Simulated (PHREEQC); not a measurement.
Alkaline etch or developer

Consider water at 85 °C with 0.14 mol/kgw NaOH and 8.2e-05 mol/kgw H3BO3. Closed to the air; pH follows from the charge balance.

All values are PHREEQC results (ion-association model, phreeqc.dat), not measurements.

```json
{
 "pH": "11.49",
 "ionic_strength": "0.140 mol/kgw",
 "specific_conductance": "73500 µS/cm",
 "density": "0.975 g/cm³",
 "total_alkalinity": "140 meq/kg"
}
```

| species | molality | activity | log γ |
|---|---|---|---|
| Na+ | 0.140 | 0.103 | -0.131 |
| OH- | 0.140 | 0.0991 | -0.150 |
| H2BO3- | 8.19e-5 | 6.03e-5 | -0.133 |
| H3BO3 | 1.31e-7 | 1.35e-7 | 0.014 |
| O2 | 2.66e-8 | 2.74e-8 | 0.014 |

This is a speciation only: nothing precipitates in the calculation. Constants without temperature data keep their 25 °C values here.
